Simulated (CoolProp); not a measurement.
Properties of ammonia along the isotherm 672.8 K (Tc = 405.6 K, pc = 11.36 MPa, ω = 0.256).

Model: reference Helmholtz-energy equation of state, Gao 2020, in CoolProp.

| p (MPa) | phase | Z | cp (kJ/(kg K)) | isothermal compressibility (1/MPa) | conductivity (mW/(m K)) | Prandtl number |
|---|---|---|---|---|---|---|
| 1.14 | gas | 0.9949 | ? | 0.8817 | ? | 0.888 |
| 2.27 | gas | 0.9899 | 2.831 | 0.4450 | 77.7 | 0.892 |
| 3.41 | gas | 0.9849 | 2.859 | 0.2977 | 78.4 | ? |
| 4.55 | gas | 0.9800 | 2.887 | 0.2242 | 79.1 | 0.899 |
| 5.68 | gas | 0.9752 | 2.916 | 0.1804 | 79.8 | 0.903 |
| 6.82 | gas | 0.9704 | 2.946 | 0.1509 | ? | 0.907 |
| 7.95 | gas | 0.9657 | 2.975 | 0.1300 | 81.3 | 0.910 |
| 9.09 | gas | 0.9611 | 3.005 | 0.1142 | 82.2 | 0.913 |
| 10.2 | gas | 0.9566 | 3.035 | 0.1022 | 83.0 | 0.917 |
| 11.4 | supercritical | 0.9519 | 3.068 | 0.09181 | 83.9 | 0.920 |
| 12.5 | supercritical | ? | 3.098 | 0.08403 | ? | 0.923 |
| 13.6 | supercritical | ? | 3.129 | 0.07749 | 85.8 | 0.927 |
| 14.8 | supercritical | 0.9391 | 3.163 | 0.07145 | 86.9 | 0.930 |
| 15.9 | supercritical | 0.9351 | 3.194 | 0.06670 | 87.9 | 0.933 |
| 17 | supercritical | 0.9313 | 3.225 | 0.06255 | 88.9 | 0.936 |

Fill in the missing entries.


- 1.14, cp (kJ/(kg K)): 2.804
- 1.14, conductivity (mW/(m K)): 77.1
- 3.41, Prandtl number: 0.896
- 6.82, conductivity (mW/(m K)): 80.5
- 12.5, Z: 0.9477
- 12.5, conductivity (mW/(m K)): 84.9
- 13.6, Z: 0.9435

Viscosity comes from a separate model (Fenghour 1995). Thermal conductivity comes from a separate model (Tufeu 1984).
